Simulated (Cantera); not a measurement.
A perfectly stirred reactor is fed with 2.74 % CH4, 96.1 % H2O, 1.18 % H2, at 1.00 bar; it is held at 1575 K, and followed from long to short residence time.

Detailed kinetics in Cantera: GRI-Mech 3.0 (53 species, 325 reactions).

x: mole fraction; the columns are a selection and need not sum to one.

```json
[
 {"τ (s)": "1.2", "x CH4": "0.00860", "x H2O": "0.902", "x H2": "0.0726", "x O": "5.09e-10", "x CH2O": "___"},
 {"τ (s)": "0.54", "x CH4": "0.0113", "x H2O": "0.916", "x H2": "0.0593", "x O": "5.61e-10", "x CH2O": "___"},
 {"τ (s)": "0.25", "x CH4": "0.0142", "x H2O": "0.929", "x H2": "0.0465", "x O": "6.27e-10", "x CH2O": "___"},
 {"τ (s)": "0.11", "x CH4": "0.0173", "x H2O": "0.941", "x H2": "0.0344", "x O": "7.13e-10", "x CH2O": "___"},
 {"τ (s)": "0.051", "x CH4": "0.0204", "x H2O": "0.950", "x H2": "0.0256", "x O": "8.06e-10", "x CH2O": "___"},
 {"τ (s)": "0.023", "x CH4": "0.0231", "x H2O": "0.955", "x H2": "0.0192", "x O": "8.96e-10", "x CH2O": "1.26e-5"},
 {"τ (s)": "0.010", "x CH4": "0.0252", "x H2O": "0.958", "x H2": "0.0153", "x O": "9.50e-10", "x CH2O": "1.35e-5"},
 {"τ (s)": "0.0047", "x CH4": "0.0263", "x H2O": "0.960", "x H2": "0.0134", "x O": "9.32e-10", "x CH2O": "1.26e-5"},
 {"τ (s)": "0.0022", "x CH4": "0.0269", "x H2O": "0.960", "x H2": "0.0124", "x O": "8.26e-10", "x CH2O": "___"},
 {"τ (s)": "0.00098", "x CH4": "0.0272", "x H2O": "0.961", "x H2": "0.0120", "x O": "6.08e-10", "x CH2O": "___"},
 {"τ (s)": "0.00044", "x CH4": "0.0273", "x H2O": "0.961", "x H2": "0.0119", "x O": "3.43e-10", "x CH2O": "___"}
]
```

Question: What belongs in the gaps?

Answer: 
- 1.2, x CH2O: 2.13e-6
- 0.54, x CH2O: 3.47e-6
- 0.25, x CH2O: 5.33e-6
- 0.11, x CH2O: 7.88e-6
- 0.051, x CH2O: 1.04e-5
- 0.0022, x CH2O: 9.83e-6
- 0.00098, x CH2O: 5.42e-6
- 0.00044, x CH2O: 1.80e-6
